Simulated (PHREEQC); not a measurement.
H3PO4 is added in steps, without added water, to 1 kg of water holding 0.0014 mol/kgw Na2SeO3 and 0.023 mol/kgw CaCl2, at 70 °C. No oxygen is let in. No CO2 enters from the air. Nothing may precipitate in this run.

Base run: PHREEQC, ion-association model, wateq4f.dat. Each further column changes one thing. The table gives H2SeO3 (mol/kgw).

```
H3PO4 added (mol)      base  CaCl2 from 0.023 to 0.0207 mol/kgw  diluted 5-fold with water  CaCl2 replaced by RbCl at the same molality
-----------------  --------  ----------------------------------  -------------------------  -------------------------------------------
0                  8.75e-11                            8.74e-11                   8.69e-11                                     8.66e-11
0.001558            4.94e-5                             4.96e-5                          ?                                      4.89e-5
0.002893           0.000343                            0.000345                   0.000124                                     0.000345
0.00445            0.000550                            0.000552                          ?                                     0.000545
0.006007           0.000681                            0.000682                          ?                                     0.000671
0.007343           0.000760                            0.000760                          ?                                     0.000747
0.0089             0.000828                            0.000829                          ?                                     0.000812
```

Question: Some entries are withheld; supply them.

Answer: 
- 0.001558, diluted 5-fold with water: 8.40e-5
- 0.00445, diluted 5-fold with water: 0.000150
- 0.006007, diluted 5-fold with water: 0.000167
- 0.007343, diluted 5-fold with water: 0.000177
- 0.0089, diluted 5-fold with water: 0.000186

In at least one series the solution becomes supersaturated in solids that the run did not let form, among them Hydroxyapatite, CaSeO3. H3PO4, which wateq4f.dat lacks, is added to it with the constant of phreeqc.dat. At this temperature some constants are extrapolated from 25 °C, and those without enthalpy data are left unchanged.
